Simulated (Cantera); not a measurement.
**Reactions in the system H-S-Si**

Cantera with NASA thermochemical tables; ideal gases at 1 bar, condensed phases pure. Values are per mole of reaction as written; species without (g) are pure solids or liquids, kept so even where they would boil at 1 bar.

S2(g) + 2 SiH2(g) → 2 Si + 2 H2S(g)

| T (K) | ΔH° (kJ) | ΔS° (J/K) | ΔG° (kJ) | log10 K |
|---|---|---|---|---|
| 300 | -660.1 | -194.2 | -601.8 | 104.79 |
| 998 | -663.0 | -197.4 | -466.0 | 24.39 |
| 1098 | -663.5 | -197.8 | -446.3 | 21.23 |
| 1198 | -663.7 | -198.0 | -426.5 | 18.59 |
| 1298 | -663.7 | -198.0 | -406.7 | 16.37 |
| 1398 | -663.5 | -197.9 | -386.9 | 14.45 |
